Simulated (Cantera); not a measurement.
Hydrocarbon pyrolysis for carbon deposition

A perfectly stirred reactor is fed with CH4 : H2 = 1 : 10 (molar parts), at 0.210 bar; it is held at 1973 K, and followed from long to short residence time.

Detailed kinetics in Cantera: GRI-Mech 3.0 (53 species, 325 reactions). GRI-Mech 3.0 stops at C3 and has no aromatics, soot or wall deposition, so with more carbon than oxygen in the feed, carbon stays in small species such as C2H2 where larger ones or solid carbon would form.

```tsv
τ (s)	x CH4	x H2	x H	x C2H4	x C2H6	x CH3	x CH2
15	0.00112	0.955	0.00289	6.43e-5	1.48e-8	6.72e-5	2.57e-7
4.6	0.00172	0.955	0.00288	6.42e-5	3.16e-8	0.000103	3.89e-7
1.4	0.00293	0.954	0.00286	6.43e-5	8.66e-8	0.000173	6.45e-7
0.43	0.00518	0.953	0.00282	6.60e-5	2.62e-7	0.000303	1.09e-6
0.13	0.00936	0.950	0.00275	7.34e-5	8.25e-7	0.000535	1.81e-6
0.040	0.0167	0.946	0.00265	9.89e-5	2.49e-6	0.000921	2.86e-6
0.012	0.0291	0.939	0.00251	0.000175	7.12e-6	0.00153	4.20e-6
0.0037	0.0469	0.929	0.00232	0.000341	1.68e-5	0.00230	5.46e-6
0.0011	0.0673	0.918	0.00206	0.000559	2.95e-5	0.00295	5.97e-6
0.00034	0.0821	0.911	0.00159	0.000529	2.99e-5	0.00280	4.52e-6
0.00010	0.0888	0.909	0.000772	0.000130	1.03e-5	0.00148	1.32e-6
```
x: mole fraction; the columns are a selection and need not sum to one.
